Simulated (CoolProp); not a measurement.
Vapour-liquid equilibrium of ethane (1) + C3F8 (R218) (2) at 226 kPa; x and y are mole fractions of (1).

Model: multi-fluid Helmholtz-energy mixture model, Bücker 2006 and Lemmon 2006; pair parameters Bell 2016, in CoolProp.

```
x     bubble temperature (K)  y at the bubble point  dew temperature at overall composition x (K)  liquid density (mol/L)
----  ----------------------  ---------------------  --------------------------------------------  ----------------------
0.05                   242.9                  0.411                                         254.4                   8.622
0.15                   223.7                  0.775                                         251.6                   9.470
0.25                   213.6                  0.879                                         248.5                   10.19
0.35                   208.7                  0.915                                         245.2                   10.86
0.45                   206.5                  0.930                                         241.4                   11.54
0.55                   205.3                  0.937                                         237.1                   12.27
0.65                   204.6                  0.943                                         232.0                   13.10
0.75                   203.8                  0.950                                         225.6                   14.07
0.85                   202.8                  0.962                                         216.9                   15.22
0.95                   201.6                  0.983                                         203.8                   16.59
```

No azeotrope shows between x = 0.05 and 0.95.

The pair parameters rest on a limited set of measurements; away from them the model extrapolates. With so large a gap from Raoult's law the liquid may split in two, which this calculation doesn't test in full.
